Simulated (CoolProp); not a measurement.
Dry air at 292.34 K and 0.325 MPa flows at 0.14 m/s in a round tube of 10 mm bore and 45 µm roughness, fully developed (64/Re and Nu = 3.66 if laminar; Colebrook and Gnielinski if turbulent). Each further row changes one setting.

Model: reference Helmholtz-energy equation of state, Lemmon 2000, in CoolProp. It is a pseudo-pure fit of the blend.

| case | Reynolds number | Darcy friction factor | pressure drop (Pa/m) | heat-transfer coefficient (W/(m² K)) | mass flow (kg/h) |
|---|---|---|---|---|---|
| as stated | ___ | ___ | ___ | 9.47 | ___ |
| velocity 0.28 m/s | 597 | 0.107 | ___ | 9.47 | ___ |
| diameter 20 mm | 597 | 0.107 | 0.204 | ___ | ___ |

Q: Some entries are withheld; supply them.

A: 
- as stated, Reynolds number: 298
- as stated, Darcy friction factor: 0.215
- as stated, pressure drop (Pa/m): 0.815
- as stated, mass flow (kg/h): 0.153
- velocity 0.28 m/s, pressure drop (Pa/m): 1.63
- velocity 0.28 m/s, mass flow (kg/h): 0.307
- diameter 20 mm, heat-transfer coefficient (W/(m² K)): 4.74
- diameter 20 mm, mass flow (kg/h): 0.614

Viscosity comes from a separate model (Lemmon 2004). Thermal conductivity comes from a separate model (Lemmon 2004).
